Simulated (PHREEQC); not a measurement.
Na2HPO4 is added in steps, without added water, to 1 kg of water holding 0.0069 mol NH4HS, 0.0057 mol NaCl and 0.044 mol FeCl2, at 20 °C. The system is closed to oxygen. No CO2 enters from the air. Solids allowed: Vivianite, FeS(ppt), Halite. Others were left out.

Base run: PHREEQC, ion-association model, wateq4f.dat. Each further column changes one thing. The table gives Fe+2 (mol/kgw).

| Na2HPO4 added (mol) | base | NaCl left out | NaCl from 0.0057 to 0.0285 mol/kgw | NaCl replaced by Na2S at the same molality | no solid may form |
|---|---|---|---|---|---|
| 0 | 0.0386 | 0.0387 | 0.0383 | 0.0333 | 0.0388 |
| 0.003917 | 0.0336 | 0.0336 | 0.0333 | 0.0283 | 0.0351 |
| 0.007833 | 0.0294 | 0.0295 | 0.0292 | 0.0241 | 0.0315 |
| 0.01175 | 0.0253 | 0.0254 | 0.0252 | 0.0202 | 0.0281 |
| 0.01371 | 0.0233 | 0.0234 | 0.0232 | 0.0182 | 0.0263 |
| 0.01762 | 0.0194 | 0.0195 | 0.0193 | 0.0145 | 0.0230 |
| 0.02154 | 0.0157 | 0.0157 | 0.0157 | 0.0109 | 0.0198 |
| 0.02546 | 0.0122 | 0.0122 | 0.0122 | 0.00778 | 0.0168 |
| 0.02937 | 0.00898 | 0.00897 | 0.00904 | … | … |
| 0.03329 | 0.00621 | 0.00618 | 0.00629 | 0.00300 | 0.0115 |
| 0.03525 | 0.00501 | 0.00499 | 0.00510 | 0.00219 | 0.0104 |
| 0.03917 | 0.00310 | 0.00308 | 0.00318 | 0.00103 | 0.00850 |
| 0.04308 | 0.00175 | 0.00173 | 0.00181 | 0.000365 | 0.00703 |
| 0.047 | 0.000807 | 0.000798 | 0.000839 | 5.96e-5 | … |

Fill in the missing entries.


- 0.02937, NaCl replaced by Na2S at the same molality: 0.00509
- 0.02937, no solid may form: 0.0140
- 0.047, no solid may form: 0.00593

The polysulfide entries of wateq4f.dat were taken out for this run. H3PO4, which wateq4f.dat lacks, is added to it with the constant of phreeqc.dat. In at least one series the solution becomes supersaturated in solids that the run did not let form, among them Vivianite, FeS(ppt).
